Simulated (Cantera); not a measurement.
A Cantera script and what it prints.

```python
import numpy as np
import cantera as ct

gas_names = """
    CL CL2 H HCL H2 Si SiCL SiCL2 SiCL3 SiCL4 SiH SiHCL3 SiH2 SiH2CL2 SiH3 SiH3CL SiH4 Si2 Si3
""".split()
cond_names = """
    Si(cr) Si(L)
""".split()


# ... load() reads the species with a 1 bar reference pressure and builds the phases ...
atoms = {
    'SiH2Cl2': {'Si': 1, 'H': 2, 'CL': 2},
    'H2': {'H': 2},
}
top_T = {}  # K; cautious upper limits of use, not melting points


# ... equilibrate(T, P, feed) seeds the gas with the atoms and calls Mixture.equilibrate('TP', solver="vcs", rtol=1e-11, max_steps=5000) ...
results = []
T = 2323.15  # K
P = 200  # Pa
for m in [2.2, 3.1, 4.3, 6.1, 8.5, 12, 17, 23, 33, 46, 64]:
    feed = {'SiH2Cl2': 1, 'H2': m}  # mol
    mix = equilibrate(T, P, feed)
    results.append((T, P, feed, dict(zip(mix.species_names, mix.species_moles))))
    x = sorted(zip(gas.X, gas.species_names), reverse=True)
    print(f"T = {T:g} K  P = {P:g} Pa  n(H2) = {m:g} mol  gas = {mix.phase_moles(0):.4g} mol")
    print("   x: " + "  ".join(f"{s} {v:.3e}" for v, s in x if v > 0.0001))
    print("   condensed (mol): " + ("  ".join(f"{mix.phase(i).name} {mix.phase_moles(i):.4g}"
          for i in range(1, mix.n_phases) if mix.phase_moles(i) > 1e-12) or "none"))
```

Result:

```
T = 2323.15 K  P = 200 Pa  n(H2) = 2.2 mol  gas = 5.512 mol
   x: H2 3.985e-01  HCL 2.089e-01  H 1.538e-01  Si 1.239e-01  CL 5.794e-02  SiCL2 4.079e-02  SiCL 1.423e-02  SiH 1.233e-03  Si2 5.408e-04
   condensed (mol): none
T = 2323.15 K  P = 200 Pa  n(H2) = 3.1 mol  gas = 6.577 mol
   x: H2 4.466e-01  HCL 1.894e-01  H 1.629e-01  Si 1.119e-01  CL 4.961e-02  SiCL2 2.700e-02  SiCL 1.100e-02  SiH 1.179e-03  Si2 4.407e-04
   condensed (mol): none
T = 2323.15 K  P = 200 Pa  n(H2) = 4.3 mol  gas = 7.975 mol
   x: H2 4.946e-01  H 1.714e-01  HCL 1.674e-01  Si 9.859e-02  CL 4.166e-02  SiCL2 1.678e-02  SiCL 8.142e-03  SiH 1.093e-03  Si2 3.424e-04
   condensed (mol): none
T = 2323.15 K  P = 200 Pa  n(H2) = 6.1 mol  gas = 10.04 mol
   x: H2 5.456e-01  H 1.800e-01  HCL 1.416e-01  Si 8.329e-02  CL 3.356e-02  SiCL2 9.201e-03  SiCL 5.541e-03  SiH 9.700e-04  Si2 2.444e-04
   condensed (mol): none
T = 2323.15 K  P = 200 Pa  n(H2) = 8.5 mol  gas = 12.77 mol
   x: H2 5.911e-01  H 1.874e-01  HCL 1.168e-01  Si 6.868e-02  CL 2.660e-02  SiCL2 4.765e-03  SiCL 3.621e-03  SiH 8.326e-04  Si2 1.661e-04
   condensed (mol): none
T = 2323.15 K  P = 200 Pa  n(H2) = 12 mol  gas = 16.73 mol
   x: H2 6.335e-01  H 1.940e-01  HCL 9.256e-02  Si 5.444e-02  CL 2.036e-02  SiCL2 2.213e-03  SiCL 2.197e-03  SiH 6.831e-04  Si2 1.044e-04
   condensed (mol): none
T = 2323.15 K  P = 200 Pa  n(H2) = 17 mol  gas = 22.36 mol
   x: H2 6.696e-01  H 1.994e-01  HCL 7.109e-02  Si 4.183e-02  CL 1.521e-02  SiCL 1.261e-03  SiCL2 9.491e-04  SiH 5.397e-04
   condensed (mol): none
T = 2323.15 K  P = 200 Pa  n(H2) = 23 mol  gas = 29.09 mol
   x: H2 6.953e-01  H 2.032e-01  HCL 5.547e-02  Si 3.266e-02  CL 1.165e-02  SiCL 7.539e-04  SiCL2 4.344e-04  SiH 4.294e-04
   condensed (mol): none
T = 2323.15 K  P = 200 Pa  n(H2) = 33 mol  gas = 40.31 mol
   x: H2 7.196e-01  H 2.067e-01  HCL 4.052e-02  Si 2.387e-02  CL 8.364e-03  SiCL 3.957e-04  SiH 3.193e-04  SiCL2 1.638e-04
   condensed (mol): none
T = 2323.15 K  P = 200 Pa  n(H2) = 46 mol  gas = 54.89 mol
   x: H2 7.366e-01  H 2.091e-01  HCL 2.998e-02  Si 1.767e-02  CL 6.115e-03  SiH 2.391e-04  SiCL 2.141e-04
   condensed (mol): none
T = 2323.15 K  P = 200 Pa  n(H2) = 64 mol  gas = 75.07 mol
   x: H2 7.493e-01  H 2.109e-01  HCL 2.202e-02  Si 1.298e-02  CL 4.454e-03  SiH 1.772e-04  SiCL 1.146e-04
   condensed (mol): none
```

Method: chemical equilibrium by Gibbs-energy minimisation in Cantera with the NASA 1993 tables (ideal gas, pure condensed phases). The tables' values for SiCl, SiCl3 are old estimates; treat these amounts as uncertain. Gases not in the tables: Si2H6 and higher silanes.
